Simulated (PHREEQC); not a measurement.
Dissolve 0.017 mol/kgw CuCl2, 0.011 mol/kgw HNO3 and 0.00034 mol/kgw Na2SO4 at 25 °C. Closed to the air; pH follows from the charge balance.

Computed with PHREEQC (ion-association model, phreeqc.dat).

This is a speciation only: nothing precipitates in the calculation.

### Question
Estimate the pH.

### Answer
pH 2.03.

### Question
In which forms is Cl present?

### Answer
Cl- 98 %, CuCl+ 2.0 % of the Cl.

Species that the database lacks are ignored.
